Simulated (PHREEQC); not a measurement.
Synthetic water in mg/L, 20 °C, pH 3.65, pe 11.4:

```tsv
constituent	mg/L
Na	30.5
K	10.3
Ca	92.2
Mg	95.6
Cl	88.7
S(6) as SO4	618
N(5) as NO3	18.8
Al	3.88
Cu(2)	24.3
```

Valence states are taken as typed.

Model: ion-association model, wateq4f.dat, run in PHREEQC.

No solid was allowed to form.

Order these Al species by the share of Al that they hold, largest first: AlSO4+, Al(SO4)2-, Al+3, AlOH+2.

AlSO4+ (71 %), Al+3 (23 %), Al(SO4)2- (5.9 %), AlOH+2 (0.43 %)

The pH is 3.65 and the ionic strength 0.0220 mol/kgw. Complexes and solids missing from the database can't appear.
